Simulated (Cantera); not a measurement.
Cantera run, input and output.

```python
import numpy as np
import cantera as ct

gas = ct.Solution("gri30.yaml")
gas.TPX = 525, 500000, {'CH4': 1, 'O2': 1.82, 'N2': 8.8}
flame = ct.FreeFlame(gas, width=0.013)
flame.set_refine_criteria(ratio=3, slope=0.08, curve=0.16)
flame.transport_model = "mixture-averaged"
flame.solve(loglevel=0, auto=True)
z, T = flame.grid, flame.T
thick = (T[-1] - T[0]) / np.gradient(T, z).max()
show = ['CH4', 'O2', 'N2O', 'C2H4', 'NO', 'CH2']
print(f"laminar burning velocity  {flame.velocity[0] * 100:.3f} cm/s")
print(f"burnt temperature         {T[-1]:.1f} K")
print(f"thermal thickness         {thick * 1e3:.4f} mm")
print(f"grid points               {len(z)}")
z0 = z[flame.heat_release_rate.argmax()]
print(f"{'z/mm':>9s}{'T/K':>9s}{'u/(m/s)':>9s}" + "".join(f"{s:>11s}" for s in show))
rows = []
for k in (-3, -2, -1.5, -1, -0.5, -0.25, 0, 0.25, 0.5, 1, 2, 4, 8):
    zz = z0 + k * thick
    rows.append([k * thick, np.interp(zz, z, T), np.interp(zz, z, flame.velocity),
                 *(np.interp(zz, z, flame.X[gas.species_index(s)]) for s in show)])
    print(f"{rows[-1][0] * 1e3:9.3f}{rows[-1][1]:9.1f}{rows[-1][2]:9.3f}" + "".join(f"{x:11.3e}" for x in rows[-1][3:]))
```

Output:

```
laminar burning velocity  29.163 cm/s
burnt temperature         2133.9 K
thermal thickness         0.1769 mm
grid points               138
     z/mm      T/K  u/(m/s)        CH4         O2        N2O       C2H4         NO        CH2
   -0.531    526.0    0.293  8.586e-02  1.564e-01  1.212e-11  1.412e-07  1.918e-09  3.133e-19
   -0.354    534.6    0.298  8.507e-02  1.555e-01  1.978e-10  2.167e-06  2.216e-08  3.549e-16
   -0.265    560.7    0.313  8.318e-02  1.535e-01  1.048e-09  1.100e-05  1.018e-07  1.669e-14
   -0.177    684.3    0.385  7.526e-02  1.437e-01  7.986e-09  7.844e-05  8.065e-07  3.166e-12
   -0.088   1123.0    0.638  4.798e-02  1.041e-01  5.302e-08  4.778e-04  8.133e-06  9.653e-09
   -0.044   1497.8    0.855  2.422e-02  6.601e-02  1.094e-07  8.251e-04  1.804e-05  1.137e-06
    0.000   1847.6    1.057  4.161e-03  2.617e-02  1.711e-07  3.130e-04  3.186e-05  2.540e-05
    0.044   1981.9    1.129  1.345e-04  8.313e-03  1.990e-07  3.985e-06  4.860e-05  5.249e-06
    0.088   2026.8    1.150  2.711e-06  4.029e-03  1.896e-07  1.290e-08  5.673e-05  1.504e-07
    0.177   2070.4    1.172  3.756e-09  1.948e-03  1.468e-07  1.129e-12  6.185e-05  2.433e-10
    0.354   2103.7    1.189  7.244e-13  8.188e-04  9.443e-08  2.340e-16  6.488e-05  4.900e-14
    0.707   2122.6    1.199  2.595e-14  2.684e-04  5.058e-08  9.775e-20  6.675e-05  1.243e-15
    1.415   2130.7    1.203  3.700e-14  8.353e-05  2.562e-08  8.247e-22  6.778e-05  6.910e-16
```

Detailed kinetics in Cantera: GRI-Mech 3.0 (53 species, 325 reactions). Burning velocities carry a grid error of a few per cent, more on coarse grids.
